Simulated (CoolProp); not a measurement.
A Linde-Hampson liquefier for dry air: isothermal reversible compression at 250 K from 1 atm to 10 MPa, throttling to 1 atm, return gas leaving the recuperator 10 K below the feed. Each further row changes one setting.

Computed with CoolProp (reference Helmholtz-energy equation of state, Lemmon 2000). It is a pseudo-pure fit of the blend.

```tsv
case	liquid yield per pass	compression work (kJ/kg of gas)
as stated	___	324
high pressure 20 MPa	___	___
warm-end temperature 280 K	___	366
warm-end gap 15 K	___	324
```

Some entries are withheld; supply them.


- as stated, liquid yield per pass: 0.055
- high pressure 20 MPa, liquid yield per pass: 0.114
- high pressure 20 MPa, compression work (kJ/kg of gas): 371
- warm-end temperature 280 K, liquid yield per pass: 0.034
- warm-end gap 15 K, liquid yield per pass: 0.042
